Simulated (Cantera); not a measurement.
# Silicon nitride deposition: trisilylamine + N2

A closed system holds: 1 mol trisilylamine, 35 mol N2, held at 0.133 bar.

Equilibrium computed with Cantera from the NASA thermochemical tables; the gas is ideal and each condensed phase is pure. Candidate condensed phases: Si, Si3N4; 18 gas species. The feed counts by its element totals alone. The tables' values for SiN are old estimates; treat these amounts as uncertain. Gases not in the tables: Si2H6 and higher silanes. Rates play no part.

```json
[
 {"T (°C)": "1475", "log p N2": "-0.93", "log p H2": "-1.80", "log p H": "-4.54", "log p Si": "-6.84", "log p Si2N": "-8.36", "log p SiN": "-7.59", "log p SiH": "-7.62", "log p SiH2": "-7.49", "n Si3N4(s)": "1.000", "n Si(l)": "0"},
 {"T (°C)": "1500", "log p N2": "-0.93", "log p H2": "-1.80", "log p H": "-4.45", "log p Si": "-6.55", "log p Si2N": "-8.00", "log p SiN": "-7.33", "log p SiH": "-7.36", "log p SiH2": "-7.29", "n Si3N4(s)": "1.000", "n Si(l)": "0"},
 {"T (°C)": "1525", "log p N2": "-0.93", "log p H2": "-1.80", "log p H": "-4.35", "log p Si": "-6.27", "log p Si2N": "-7.64", "log p SiN": "-7.09", "log p SiH": "-7.11", "log p SiH2": "-7.09", "n Si3N4(s)": "1.000", "n Si(l)": "0"},
 {"T (°C)": "1550", "log p N2": "-0.93", "log p H2": "-1.80", "log p H": "-4.26", "log p Si": "-6.00", "log p Si2N": "-7.29", "log p SiN": "-6.85", "log p SiH": "-6.87", "log p SiH2": "-6.90", "n Si3N4(s)": "1.000", "n Si(l)": "0"},
 {"T (°C)": "1575", "log p N2": "-0.93", "log p H2": "-1.80", "log p H": "-4.18", "log p Si": "-5.73", "log p Si2N": "-6.96", "log p SiN": "-6.61", "log p SiH": "-6.63", "log p SiH2": "-6.71", "n Si3N4(s)": "1.000", "n Si(l)": "0"},
 {"T (°C)": "1600", "log p N2": "-0.93", "log p H2": "-1.80", "log p H": "-4.09", "log p Si": "-5.47", "log p Si2N": "-6.63", "log p SiN": "-6.38", "log p SiH": "-6.41", "log p SiH2": "-6.53", "n Si3N4(s)": "1.000", "n Si(l)": "0"},
 {"T (°C)": "1625", "log p N2": "-0.93", "log p H2": "-1.80", "log p H": "-4.01", "log p Si": "-5.22", "log p Si2N": "-6.31", "log p SiN": "-6.16", "log p SiH": "-6.18", "log p SiH2": "-6.35", "n Si3N4(s)": "0.999", "n Si(l)": "0"},
 {"T (°C)": "1650", "log p N2": "-0.93", "log p H2": "-1.80", "log p H": "-3.93", "log p Si": "-4.98", "log p Si2N": "-6.00", "log p SiN": "-5.94", "log p SiH": "-5.97", "log p SiH2": "-6.18", "n Si3N4(s)": "0.999", "n Si(l)": "0"},
 {"T (°C)": "1675", "log p N2": "-0.93", "log p H2": "-1.80", "log p H": "-3.85", "log p Si": "-4.74", "log p Si2N": "-5.70", "log p SiN": "-5.73", "log p SiH": "-5.76", "log p SiH2": "-6.02", "n Si3N4(s)": "0.997", "n Si(l)": "0"},
 {"T (°C)": "1700", "log p N2": "-0.93", "log p H2": "-1.80", "log p H": "-3.77", "log p Si": "-4.51", "log p Si2N": "-5.41", "log p SiN": "-5.53", "log p SiH": "-5.55", "log p SiH2": "-5.85", "n Si3N4(s)": "0.996", "n Si(l)": "0"},
 {"T (°C)": "1725", "log p N2": "-0.93", "log p H2": "-1.83", "log p H": "-3.71", "log p Si": "-4.37", "log p Si2N": "-5.30", "log p SiN": "-5.42", "log p SiH": "-5.45", "log p SiH2": "-5.81", "n Si3N4(s)": "0", "n Si(l)": "2.98"}
]
```
log p: log10 of the partial pressure in bar; n: condensed amount in mol.

From 1475 °C to 1700 °C the condensed part is Si3N4(s). At 1725 °C the condensed part is Si(l). The main Si-bearing gas is Si throughout.
